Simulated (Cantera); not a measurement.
**Equilibrium for boron, boron nitride and boron oxide: B2H6 + O2 + N2**

Feed: 1 mol B2H6, 4.7 mol O2, 140 mol N2, equilibrated at 1.00 bar.

Method: chemical equilibrium by Gibbs-energy minimisation in Cantera with the NASA 1993 tables (ideal gas, pure condensed phases). Candidate condensed phases: B, BN, B2O3, B3O3H3, H2O; 39 gas species. The feed counts by its element totals alone. Gases not in the tables: H3BO3. Kinetics and transport are ignored.

```json
[
 {"T (K)": "1523", "log p N2": "-0.02", "log p H2O": "-1.73", "log p HBO2": "-2.39", "log p O2": "-1.94", "log p NO": "-3.45", "n B2O3(l)": "0.699"},
 {"T (K)": "1573", "log p N2": "-0.02", "log p H2O": "-1.75", "log p HBO2": "-2.22", "log p O2": "-1.94", "log p NO": "-3.35", "n B2O3(l)": "0.552"},
 {"T (K)": "1623", "log p N2": "-0.02", "log p H2O": "-1.79", "log p HBO2": "-2.07", "log p O2": "-1.94", "log p NO": "-3.26", "n B2O3(l)": "0.351"},
 {"T (K)": "1673", "log p N2": "-0.02", "log p H2O": "-1.83", "log p HBO2": "-1.94", "log p O2": "-1.95", "log p NO": "-3.17", "n B2O3(l)": "0.0813"},
 {"T (K)": "1723", "log p N2": "-0.02", "log p H2O": "-1.84", "log p HBO2": "-1.91", "log p O2": "-1.95", "log p NO": "-3.09", "n B2O3(l)": "0"},
 {"T (K)": "1773", "log p N2": "-0.02", "log p H2O": "-1.84", "log p HBO2": "-1.91", "log p O2": "-1.95", "log p NO": "-3.02", "n B2O3(l)": "0"},
 {"T (K)": "1823", "log p N2": "-0.02", "log p H2O": "-1.84", "log p HBO2": "-1.92", "log p O2": "-1.96", "log p NO": "-2.94", "n B2O3(l)": "0"},
 {"T (K)": "1873", "log p N2": "-0.02", "log p H2O": "-1.84", "log p HBO2": "-1.92", "log p O2": "-1.96", "log p NO": "-2.88", "n B2O3(l)": "0"},
 {"T (K)": "1923", "log p N2": "-0.02", "log p H2O": "-1.84", "log p HBO2": "-1.93", "log p O2": "-1.97", "log p NO": "-2.81", "n B2O3(l)": "0"},
 {"T (K)": "1973", "log p N2": "-0.02", "log p H2O": "-1.84", "log p HBO2": "-1.94", "log p O2": "-1.97", "log p NO": "-2.75", "n B2O3(l)": "0"},
 {"T (K)": "2023", "log p N2": "-0.02", "log p H2O": "-1.84", "log p HBO2": "-1.94", "log p O2": "-1.98", "log p NO": "-2.70", "n B2O3(l)": "0"},
 {"T (K)": "2073", "log p N2": "-0.02", "log p H2O": "-1.83", "log p HBO2": "-1.95", "log p O2": "-1.99", "log p NO": "-2.64", "n B2O3(l)": "0"},
 {"T (K)": "2123", "log p N2": "-0.02", "log p H2O": "-1.84", "log p HBO2": "-1.96", "log p O2": "-2.00", "log p NO": "-2.59", "n B2O3(l)": "0"},
 {"T (K)": "2173", "log p N2": "-0.02", "log p H2O": "-1.84", "log p HBO2": "-1.97", "log p O2": "-2.01", "log p NO": "-2.55", "n B2O3(l)": "0"}
]
```
log p: log10 of the partial pressure in bar; n: condensed amount in mol.

From 1523 K to 1673 K the condensed part is B2O3(l). From 1723 K to 2173 K nothing is condensed.
